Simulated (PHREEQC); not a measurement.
Solution (25 °C): 8.6e-05 mol/kgw Ag2SO4, 0.26 mol/kgw HF and 0.0042 mol/kgw Na2SO4. Closed to the air; pH follows from the charge balance.

The numbers come from PHREEQC with the ion-association model, wateq4f.dat.

**Question.** The ionic strength comes out as 0.0238 mol/kgw. What activity coefficients do SO4-2, AgSO4-, F-, HF2-, HSO4- get?

**Answer.** SO4-2 0.56, AgSO4- 0.86, F- 0.86, HF2- 0.86, HSO4- 0.86.

Precipitation was switched off in this run. wateq4f.dat counts part of the HF as a dimer, H2F2, which phreeqc.dat doesn't know; its constant is uncertain.
